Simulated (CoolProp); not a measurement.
A simple Rankine cycle with water: condensing at 321.15 K, boiler at 0.164 MPa, turbine inlet 389.1 K, turbine efficiency 0.85, pump efficiency 0.6, no recuperator. Each further row changes one setting.

The numbers come from the reference Helmholtz-energy equation of state, Wagner 2002 in CoolProp.

| case | thermal efficiency (%) | net work (kJ/kg) | heat in (kJ/kg) | turbine exit temperature (K) | volume ratio over the turbine |
|---|---|---|---|---|---|
| as stated | 13.7 | 344 | 2500 | 321.1 | 11.1 |
| turbine inlet 409.1 K | 13.8 | 350 | 2540 | 321.1 | 10.7 |
| condensing temperature 313.15 K | 15.3 | 388 | 2530 | 313.1 | 16.2 |
| boiler pressure 0.115 MPa | 12.0 | 301 | 2510 | 321.1 | 7.93 |
| turbine efficiency 0.75 | 12.1 | 303 | 2500 | 321.1 | 11.3 |

The expansion ends wet for: as stated; turbine inlet 409.1 K; condensing temperature 313.15 K; boiler pressure 0.115 MPa; turbine efficiency 0.75.
